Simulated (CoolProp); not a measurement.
Vapour-liquid equilibrium of dimethyl ether (1) + R236EA (2) at 12.85 °C; x and y are mole fractions of (1).

Model: multi-fluid Helmholtz-energy mixture model, Wu 2011 and Rui 2013; pair parameters Bell 2016, in CoolProp.

```
x      bubble pressure (bar)  y at the bubble point  dew pressure at overall composition x (bar)  liquid density (mol/L)
-----  ---------------------  ---------------------  -------------------------------------------  ----------------------
0.05                   1.334                  0.060                                        1.332                   9.839
0.125                  1.364                  0.158                                        1.353                   10.16
0.2                    1.409                  0.264                                        1.380                   10.50
0.275                  1.476                  0.378                                        1.415                   10.85
0.35                   1.575                  0.496                                        1.458                   11.21
0.425                  1.712                  0.611                                        1.511                   11.58
0.5                    1.897                  0.716                                        1.578                   11.97
0.575                  2.135                  0.803                                        1.663                   12.37
0.65                   2.424                  0.872                                        1.773                   12.78
0.725                  2.760                  0.923                                        1.919                   13.20
0.8                    3.128                  0.958                                        2.123                   13.62
0.875                  3.507                  0.980                                        2.439                   14.06
0.95                   3.870                  0.994                                        3.032                   14.49
```

No azeotrope shows between x = 0.05 and 0.95.

The pair parameters rest on a limited set of measurements; away from them the model extrapolates.
